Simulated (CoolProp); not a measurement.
Saturation properties of n-perfluorohexane.

Computed with CoolProp (reference Helmholtz-energy equation of state, Gao 2022).

```
T (K)    p (MPa)  enthalpy of vaporisation (kJ/kg)  liquid cp (kJ/(kg K))  vapour Z
-----  ---------  --------------------------------  ---------------------  --------
231.2  0.0005040                             109.7                 0.9422    0.9990
248.6   0.001900                             105.4                 0.9692    0.9971
265.9   0.005736                             101.2                 0.9964    0.9930
283.3    0.01470                             96.86                  1.024    0.9854
300.6    0.03271                             92.49                  1.051    0.9731
318      0.06554                             87.89                  1.078    0.9548
335.3     0.1198                             83.03                  1.106    0.9293
352.7     0.2043                             77.73                  1.136    0.8953
370       0.3276                             71.87                  1.170    0.8515
387.4     0.5020                             65.14                  1.212    0.7953
404.7     0.7381                             57.15                  1.271    0.7233
422.1      1.055                             46.76                  1.388    0.6257
```

It boils at 330.3 K under 1 atm.
